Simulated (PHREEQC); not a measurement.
A PHREEQC input (ion-association model, wateq4f.dat):

```
SOLUTION 1
  temp 25
  units mg/kgw
  pH 6.18
  pe 12.2
  Na 0.636
  K 0.00753
  Ca 1.5
  Mg 0.524
  Cl 1.13
  S(6) 2.31 as SO4
  Alkalinity 4.26 as HCO3
  Ni 0.112
END
USE solution 1
EQUILIBRIUM_PHASES 1
  Quaartz 0 0.5
  CO2(g) -2 10
END
```

It stops with these messages:

```
ERROR: Phase not found in database, Quaartz.
ERROR: Calculations terminating due to input errors.
```

The fault: the phase Quartz misspelt. The line should read `Quartz` where the input has `Quaartz`. With the mend the run ends at pH 5.67 and ionic strength 0.000236 mol/kgw.
